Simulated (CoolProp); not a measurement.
Vapour-liquid equilibrium of R1234yf (1) + R152A (2) at 1.18 MPa; x and y are mole fractions of (1).

The numbers come from the multi-fluid Helmholtz-energy mixture model, Lemmon 2022 and Outcalt 1996; pair parameters Bell 2023 in CoolProp.

Problem. Give the bubble temperature and the first vapour's composition at x = 0.2, 0.8, 0.875. Is there an azeotrope?

Solution. x = 0.2: 320.5 K, y = 0.231; x = 0.8: 318.5 K, y = 0.796; x = 0.875: 318.7 K, y = 0.870. y crosses x between x = 0.65 and 0.725: the model has an azeotrope there.

Pair parameters are fitted to limited data, so mixtures are less certain than the pure fluids.
